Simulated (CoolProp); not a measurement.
Vapour-liquid equilibrium of CHF3 (R23) (1) + R11 (2) at -35.15 °C; x and y are mole fractions of (1).

Computed with CoolProp (multi-fluid Helmholtz-energy mixture model, Penoncello 2003 and Jacobsen 1992; pair parameters Bell 2016).

```
x      bubble pressure (MPa)  y at the bubble point  dew pressure at overall composition x (MPa)  liquid density (mol/L)
-----  ---------------------  ---------------------  -------------------------------------------  ----------------------
0.05                  0.1403                  0.951                                     0.007188                   11.97
0.125                 0.3174                  0.978                                     0.007806                   12.33
0.2                   0.4583                  0.985                                     0.008540                     ___
0.275                 0.5598                  0.987                                     0.009425                   13.09
0.35                  0.6255                  0.989                                      0.01051                     ___
0.425                 0.6630                  0.990                                      0.01189                   13.90
0.5                   0.6816                  0.990                                          ___                   14.33
0.575                 0.6902                  0.990                                      0.01608                   14.77
0.65                  0.6963                  0.990                                      0.01954                   15.23
0.725                 0.7058                  0.991                                      0.02487                   15.72
0.8                   0.7235                  0.991                                      0.03423                   16.23
0.875                 0.7536                  0.993                                      0.05485                   16.78
0.95                  0.8001                    ___                                       0.1381                   17.37
```

Problem. Some entries are withheld; supply them.

Solution. 
- 0.2, liquid density (mol/L): 12.70
- 0.35, liquid density (mol/L): 13.49
- 0.5, dew pressure at overall composition x (MPa): 0.01367
- 0.95, y at the bubble point: 0.996

No azeotrope shows between x = 0.05 and 0.95.

The pair parameters rest on a limited set of measurements; away from them the model extrapolates. With so large a gap from Raoult's law the liquid may split in two, which this calculation doesn't test in full.
